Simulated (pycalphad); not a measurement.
All values are pycalphad results on the COST 507 light-alloy database (1999) (1 atm), not direct measurements. The database dates from 1999; later assessments differ in places, in temperatures and in the compounds included. Phase fractions are per mole of atoms. Diffusion is slow at the low end, where real alloys seldom reach equilibrium.

**Question.** Give the equilibrium state of Ti-0.07545C (wt.%) at 277 °C.

**Answer.** hcp, fraction 0.992, with 0.01 C wt.%; fcc, fraction 0.008, with 12.7 C wt.%.

The fcc model also describes the rock-salt carbide or nitride (TiC, TiN, HfC).
